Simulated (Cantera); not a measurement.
Charge: 1 mol BN, 2.2 mol H₂O, 56 mol H₂, held at 13.3 mbar.

These are equilibrium values from Cantera (NASA tables, ideal gas, pure condensed phases), not measurements of a reactor. Candidate condensed phases: B, BN, B₂O₃, B₃O₃H₃, H₂O; 39 gas species. Rates play no part. All values below are at 1700 °C.

Base state: H₂ 0.955, H 0.0114, H₂O 0.00982, HBO₂ 0.00940, N₂ 0.00839, HBO 0.00462, B₂O₃ 0.000901, BO 0.000823 (mole fractions); condensed: gas only.

Problem. What changes in the equilibrium state with this change: H₂ from 56 to 6 mol?

Solution. 
| species | before | after |
|---|---|---|
| H₂ | 0.955 | 0.797 |
| HBO₂ | 0.00940 | 0.0739 |
| N₂ | 0.00839 | 0.0540 |
| B₂O₃ | 0.000901 | 0.0127 |
| H₂O | 0.00982 | 0.0429 |
| H | 0.0114 | 0.0104 |
| BO₂ | 1.29e-5 | 0.000111 |
| OH | 1.11e-5 | 5.33e-5 |
| B₂O₂ | 6.34e-5 | 0.000171 |
| BO | 0.000823 | 0.00135 |
| HBO | 0.00462 | 0.00694 |
